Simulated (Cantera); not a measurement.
Charge: 1 mol CH₂F₂, 1.6 mol H₂, equilibrated at 3273.15 K and 1100 Pa.

These are equilibrium values from Cantera (NASA tables, ideal gas, pure condensed phases), not measurements of a reactor. Equilibrium is a limit: real reactors are often held back by kinetics, nucleation or transport.

| species | before | after |
|---|---|---|
| HF | 0.287 | 0.561 |
| H₂ | 0.0286 | 0.428 |
| CH₄ | <1e-9 | 0.0104 |
| H | 0.550 | <1e-9 |
| F | 0.0538 | <1e-9 |
| C₃ | 0.0388 | <1e-9 |
| C | 0.0228 | <1e-9 |
| C₂ | 0.00908 | <1e-9 |
| CF | 0.00477 | <1e-9 |
| C₂H | 0.00362 | <1e-9 |
| C₂H₂ (acetylene) | 0.000768 | <1e-9 |
| C₅ | 0.000317 | <1e-9 |
| C₄ | 0.000123 | <1e-9 |
| C(graphite), mol | 0 | 0.963 |
Gas species are given as mole fractions.

Task: Which change was made?
A) temperature from 3273.15 K to 950 K
B) H₂ from 1.6 to 0.22 mol
C) temperature from 3273.15 K to 725 K
D) H₂ from 1.6 to 0.31 mol

Result: C, temperature from 3273.15 K to 725 K
